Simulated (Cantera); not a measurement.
**Low-pressure radical oxidation in H2/O2**

An isothermal, constant-pressure homogeneous reactor starts with H2 : O2 = 0.15 : 1 (molar parts), at 1098 K and 640 Pa.

Cantera simulation using the H2/O2 subset of GRI-Mech 3.0, which has no nitrogen chemistry; the numbers are that mechanism's predictions, not measurements. Radical loss at walls, strong at low pressure, is not modelled. The temperature is held fixed by assumption; the heat of reaction is taken as removed at once.

```
t (s)         x H2   x O2    x H2O2    x H2O    x HO2       x H
--------  --------  -----  --------  -------  -------  --------
0.000800     0.130  0.870  3.75e-12  2.39e-8  4.90e-9   1.58e-8
0.00205      0.130  0.870  2.88e-11  3.60e-6  2.10e-8   1.95e-6
0.00528     0.0386  0.818   2.33e-7   0.0685  3.81e-6    0.0389
0.0136     0.00388  0.800   8.81e-8    0.109  4.27e-6    0.0345
0.0348     0.00274  0.822   1.07e-7    0.121  4.36e-6    0.0187
0.0894     0.00109  0.847   1.30e-7    0.134  3.88e-6   0.00432
0.230     0.000204  0.858   1.17e-7    0.138  2.23e-6  0.000338
0.590      2.87e-5  0.860   6.62e-8    0.139  7.27e-7   1.81e-5
1.52       4.81e-6  0.860   2.94e-8    0.139  1.83e-7   1.27e-6
3.89       1.05e-6  0.860   1.23e-8    0.139  4.85e-8   1.33e-7
10.0       2.82e-7  0.860   5.05e-9    0.140  1.47e-8   1.90e-8
```
x: mole fraction; the columns are a selection and need not sum to one.

Equilibrium at this temperature and pressure: H2 2.37e-9, O2 0.860, H2O2 9.16e-11, H2O 0.140, HO2 3.74e-9, H 1.52e-11 (gas phase only).
